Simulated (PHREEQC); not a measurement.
## Buffer (model solution)

Solution (20 °C): 58 mmol/kgw NH4Cl, 12 mmol/kgw NaOH and 53 mmol/kgw KCl. Closed to the air; pH follows from the charge balance.

All values are PHREEQC results (ion-association model, wateq4f.dat), not measurements.

The pH is 8.93 and the ionic strength comes out as 0.111 mol/kgw. The total alkalinity is 12.0 meq/kg.

| species | molality | activity | log γ |
|---|---|---|---|
| Cl- | 0.111 | 0.0842 | -0.120 |
| K+ | 0.0530 | 0.0402 | -0.120 |
| NH4+ | 0.0460 | 0.0357 | -0.110 |
| Na+ | 0.0120 | 0.00934 | -0.109 |
| NH3 | 0.0120 | 0.0120 | 0.000 |
| OH- | 7.55e-6 | 5.70e-6 | -0.122 |
| H+ | 1.44e-9 | 1.19e-9 | -0.085 |

This is a speciation only: nothing precipitates in the calculation. Species that the database lacks are ignored.
